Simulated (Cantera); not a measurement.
An adiabatic, constant-volume homogeneous reactor starts with CH₄ : C₂H₆ : O₂ : N₂ = 1 : 0.083 : 1.91 : 12.8 (molar parts), equivalence ratio 1.2, at 1575 K and 5400 Torr.

Detailed kinetics in Cantera: GRI-Mech 3.0 (53 species, 325 reactions).

x: mole fraction; the columns are a selection and need not sum to one.

```json
[
 {"t (s)": "2.00e-6", "T (K)": "1574", "P (bar)": "7.20", "x CH₄": "0.0633", "x C₂H₆": "0.00520", "x O₂": "0.121", "x C₂H": "<1e-12", "x CH₂O": "4.04e-6", "x OH": "[?]", "x NO": "<1e-12"},
 {"t (s)": "5.91e-6", "T (K)": "1574", "P (bar)": "7.20", "x CH₄": "0.0632", "x C₂H₆": "0.00509", "x O₂": "0.121", "x C₂H": "<1e-12", "x CH₂O": "4.45e-5", "x OH": "[?]", "x NO": "<1e-12"},
 {"t (s)": "1.75e-5", "T (K)": "1577", "P (bar)": "7.21", "x CH₄": "0.0623", "x C₂H₆": "0.00479", "x O₂": "0.120", "x C₂H": "2.75e-12", "x CH₂O": "0.000402", "x OH": "[?]", "x NO": "7.08e-12"},
 {"t (s)": "5.16e-5", "T (K)": "1629", "P (bar)": "7.48", "x CH₄": "0.0540", "x C₂H₆": "0.00332", "x O₂": "0.113", "x C₂H": "9.97e-10", "x CH₂O": "0.00217", "x OH": "[?]", "x NO": "2.35e-10"},
 {"t (s)": "0.000152", "T (K)": "2861", "P (bar)": "13.6", "x CH₄": "<1e-12", "x C₂H₆": "<1e-12", "x O₂": "0.00230", "x C₂H": "<1e-12", "x CH₂O": "3.64e-9", "x OH": "0.00698", "x NO": "0.00160"},
 {"t (s)": "0.000451", "T (K)": "2850", "P (bar)": "13.5", "x CH₄": "<1e-12", "x C₂H₆": "<1e-12", "x O₂": "0.00200", "x C₂H": "<1e-12", "x CH₂O": "3.79e-9", "x OH": "0.00657", "x NO": "0.00352"},
 {"t (s)": "0.00133", "T (K)": "2848", "P (bar)": "13.5", "x CH₄": "<1e-12", "x C₂H₆": "<1e-12", "x O₂": "0.00196", "x C₂H": "<1e-12", "x CH₂O": "3.81e-9", "x OH": "0.00651", "x NO": "0.00379"},
 {"t (s)": "0.00393", "T (K)": "2848", "P (bar)": "13.5", "x CH₄": "<1e-12", "x C₂H₆": "<1e-12", "x O₂": "0.00196", "x C₂H": "<1e-12", "x CH₂O": "3.81e-9", "x OH": "0.00651", "x NO": "0.00379"},
 {"t (s)": "0.0116", "T (K)": "2848", "P (bar)": "13.5", "x CH₄": "<1e-12", "x C₂H₆": "<1e-12", "x O₂": "0.00196", "x C₂H": "<1e-12", "x CH₂O": "3.81e-9", "x OH": "0.00651", "x NO": "0.00379"},
 {"t (s)": "0.0344", "T (K)": "2848", "P (bar)": "13.5", "x CH₄": "<1e-12", "x C₂H₆": "<1e-12", "x O₂": "0.00196", "x C₂H": "<1e-12", "x CH₂O": "3.81e-9", "x OH": "0.00651", "x NO": "0.00379"},
 {"t (s)": "0.102", "T (K)": "2848", "P (bar)": "13.5", "x CH₄": "<1e-12", "x C₂H₆": "<1e-12", "x O₂": "0.00196", "x C₂H": "<1e-12", "x CH₂O": "3.81e-9", "x OH": "0.00651", "x NO": "0.00379"},
 {"t (s)": "0.300", "T (K)": "2848", "P (bar)": "13.5", "x CH₄": "<1e-12", "x C₂H₆": "<1e-12", "x O₂": "0.00196", "x C₂H": "<1e-12", "x CH₂O": "3.81e-9", "x OH": "0.00651", "x NO": "0.00379"}
]
```

Some entries are withheld; supply them.


- 2.00e-6, x OH: 3.39e-7
- 5.91e-6, x OH: 1.44e-6
- 1.75e-5, x OH: 4.09e-6
- 5.16e-5, x OH: 2.18e-5
